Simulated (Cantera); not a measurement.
Feed: 1 mol Si, 0.098 mol CO2, 200 mol N2, held at 1223 K and 1.10 Pa.

Cantera equilibrium calculation (NASA polynomials, part measured and part estimated; ideal gas, pure solids and liquids). N2 is the only nitrogen source here; it is nearly inert below about 1500 K, so the nitride shown seldom forms there in practice. Mutual solubility and eutectic melting of coexisting phases are not modelled. Kinetics and transport are ignored.

| species | before | after |
|---|---|---|
| N2 | 1.000 | 0.995 |
| Si | 8.80e-9 | 0.00448 |
| SiO | 3.40e-6 | 0.000487 |
| CO | 2.99e-5 | 0.000487 |
| SiC(s), mol | 0.0920 | 0 |
| Si2N2O(s), mol | 0.189 | 0 |
| Si3N4(s), mol | 0.176 | 0 |
Gas species are given as mole fractions.

What was changed between the two runs?
(A) CO2 from 0.098 to 0.57 mol
(B) pressure from 1.10 Pa to 93000 Pa
(C) CO2 from 0.098 to 0.49 mol
(D) temperature from 1223 K to 2025 K

D, temperature from 1223 K to 2025 K
